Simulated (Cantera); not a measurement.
Charge: 1 mol Si, 1.9 mol N2O, 8.4 mol H2, held at 1075 °C and 3.80 bar.

Method: chemical equilibrium by Gibbs-energy minimisation in Cantera with the NASA 1993 tables (ideal gas, pure condensed phases). Candidate condensed phases: H2O, Si, SiO2, Si2N2O, Si3N4; 35 gas species. Mutual solubility and eutectic melting of coexisting phases are not modelled. The tables hold silica as quartz up to 1696 K and as liquid above; real silica turns to tridymite and cristobalite and melts near 1996 K. Rates play no part.

### Question
What is the equilibrium state?

### Answer
```json
{
 "x(H2)": "0.818",
 "x(N2)": "0.182",
 "x(H2O)": "0.000388",
 "x(NH3)": "0.000123",
 "x(H)": "1.07e-6",
 "n(SiO2(β-quartz))": "0.931 mol",
 "n(Si2N2O(s))": "0.0347 mol",
 "gas_amount": "10.26 mol",
 "log10 activity of Si(s) (absent)": "-5.89"
}
```
